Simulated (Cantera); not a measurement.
Low-pressure radical oxidation in H2/O2

An isothermal, constant-pressure homogeneous reactor starts with 3.47 % H₂, 96.4 % O₂, 0.125 % N₂, equivalence ratio 0.018, at 1025 K and 0.0133 bar.

Model: GRI-Mech 3.0 (53 species, 325 reactions), integrated in Cantera. Radical loss at walls, strong at low pressure, is not modelled. The temperature is held fixed by assumption; the heat of reaction is taken as removed at once.

```tsv
t (s)	x H₂	x O₂	x OH	x H₂O	x HO₂
2.00e-6	0.0347	0.964	<1e-12	<1e-12	1.26e-12
1.03e-5	0.0347	0.964	<1e-12	<1e-12	6.53e-12
5.32e-5	0.0347	0.964	6.21e-12	<1e-12	3.37e-11
0.000274	0.0347	0.964	8.98e-11	7.34e-11	1.75e-10
0.00141	0.0347	0.964	3.74e-9	9.75e-9	1.00e-9
0.00729	0.0165	0.952	0.00258	0.0142	5.43e-6
0.0376	0.000198	0.956	0.000772	0.0340	3.78e-6
0.194	1.42e-5	0.963	0.000204	0.0352	1.18e-6
1.00	6.20e-7	0.963	4.50e-5	0.0353	1.51e-7
```
x: mole fraction; the columns are a selection and need not sum to one.

Equilibrium at this temperature and pressure: H₂ 5.67e-11, O₂ 0.963, OH 4.76e-7, H₂O 0.0353, HO₂ 8.71e-10 (gas phase only).
